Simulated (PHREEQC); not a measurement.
A solution holds 0.02 mol H3PO4 per kg of water, at 45 °C. Closed to the air; pH follows from the charge balance.

Computed with PHREEQC (ion-association model, phreeqc.dat).

```json
[
 {"quantity": "pH", "before": "2.10", "after": "2.30"},
 {"quantity": "ionic strength (mol/kgw)", "before": "0.00863", "after": "0.00540"},
 {"quantity": "H2PO4- (mol/kgw)", "before": "0.00863", "after": "0.00540"},
 {"quantity": "HPO4-2 (mol/kgw)", "before": "1.01e-7", "after": "9.44e-8"}
]
```

**Question.** Which change was made?
A. diluted 2-fold with water
B. 0.00034 mol/kgw Ca(OH)2 added
C. H3PO4 from 0.02 to 0.2 mol/kgw
D. H3PO4 replaced by K3PO4 at the same molality
E. H3PO4 from 0.02 to 0.03 mol/kgw

**Answer.** A, diluted 2-fold with water

No solid was allowed to form. At this temperature some constants are extrapolated from 25 °C, and those without enthalpy data are left unchanged.
